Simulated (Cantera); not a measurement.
**Carbothermic reduction: Cu2O + CO**

Charge: 1 mol Cu2O, 14 mol CO, at 13300 Pa.

Cantera equilibrium calculation (NASA polynomials, part measured and part estimated; ideal gas, pure solids and liquids). Candidate condensed phases: C, Cu, CuO, Cu2O; 15 gas species. Kinetics and transport are ignored.

At 1323 K the condensed part is Cu(s). From 1398 K to 2148 K the condensed part is Cu(l). At 2223 K nothing is condensed. The main Cu-bearing gas is Cu throughout.

```csv
T (K),x CO,x Cu,x CO2,x Cu2,n Cu(s),n Cu(l)
1323,0.929,2.01e-6,0.0714,2.06e-10,2.00,0
1398,0.929,9.73e-6,0.0714,1.87e-9,0,2.00
1473,0.929,3.88e-5,0.0714,1.27e-8,0,2.00
1548,0.928,0.000135,0.0714,7.13e-8,0,2.00
1623,0.928,0.000417,0.0714,3.38e-7,0,1.99
1698,0.927,0.00116,0.0713,1.39e-6,0,1.98
1773,0.926,0.00296,0.0712,5.04e-6,0,1.96
1848,0.922,0.00697,0.0709,1.63e-5,0,1.90
1923,0.914,0.0153,0.0703,4.81e-5,0,1.78
1998,0.899,0.0317,0.0692,0.000130,0,1.54
2073,0.871,0.0621,0.0670,0.000326,0,1.06
2148,0.820,0.116,0.0631,0.000762,0,0.139
2223,0.813,0.124,0.0625,0.000601,0,0
```
x: gas mole fraction; n: condensed amount in mol.
